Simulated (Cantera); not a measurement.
Mixture: CO : H₂ : CH₄ : O₂ : N₂ = 1 : 0.4 : 0.12 : 0.427 : 1.41 (molar parts), at 3.50 bar, adiabatic and at constant volume. Ignition delay is the time to a rise of 400 K.

Model: GRI-Mech 3.0 (53 species, 325 reactions), integrated in Cantera.

Question: What does this change do: pressure from 3.50 bar to 1.01 bar?

Answer: 
```
quantity                                               before      after
--------------------------------------------------  ---------  ---------
delay at 1300 K                                       42.2 µs   0.103 ms
delay at 1400 K                                       22.4 µs    60.1 µs
delay at 1500 K                                       13.5 µs    38.9 µs
delay at 1600 K                                       8.86 µs    27.0 µs
delay at 1700 K                                       6.22 µs    19.7 µs
delay at 1800 K                                       4.58 µs    14.9 µs
apparent activation energy between 1600 and 1800 K  79 kJ/mol  72 kJ/mol
```

Question: What does this change do: H2 0.4 to 0.27 parts?

Answer: 
| quantity | before | after |
|---|---|---|
| delay at 1300 K | 42.2 µs | 58.1 µs |
| delay at 1400 K | 22.4 µs | 30.6 µs |
| delay at 1500 K | 13.5 µs | 18.0 µs |
| delay at 1600 K | 8.86 µs | 11.6 µs |
| delay at 1700 K | 6.22 µs | 7.98 µs |
| delay at 1800 K | 4.58 µs | 5.76 µs |
| apparent activation energy between 1600 and 1800 K | 79 kJ/mol | 84 kJ/mol |
